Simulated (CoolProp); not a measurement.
Vapour-liquid equilibrium of methanol (1) + m-xylene (2) at 741 kPa; x and y are mole fractions of (1).

Computed with CoolProp (multi-fluid Helmholtz-energy mixture model, de Reuck 1993 and Zhou 2012; pair parameters Bell 2016).

```tsv
x	bubble temperature (K)	y at the bubble point	dew temperature at overall composition x (K)	liquid density (mol/L)
0.05	467.3	0.483	502.2	6.753
0.125	437.8	0.728	496.7	7.426
0.2	424.5	0.805	491.2	7.983
0.275	417.8	0.839	485.4	8.530
0.35	413.9	0.858	479.3	9.115
0.425	411.3	0.871	472.7	9.768
0.5	409.4	0.881	465.6	10.51
0.575	407.8	0.891	457.6	11.39
0.65	406.2	0.901	448.7	12.42
0.725	404.7	0.914	438.2	13.66
0.8	403.0	0.930	425.5	15.17
0.875	401.3	0.951	410.5	17.03
0.95	399.5	0.978	401.3	19.35
```

No azeotrope shows between x = 0.05 and 0.95.

Pair parameters are fitted to limited data, so mixtures are less certain than the pure fluids. With so large a gap from Raoult's law the liquid may split in two, which this calculation doesn't test in full.
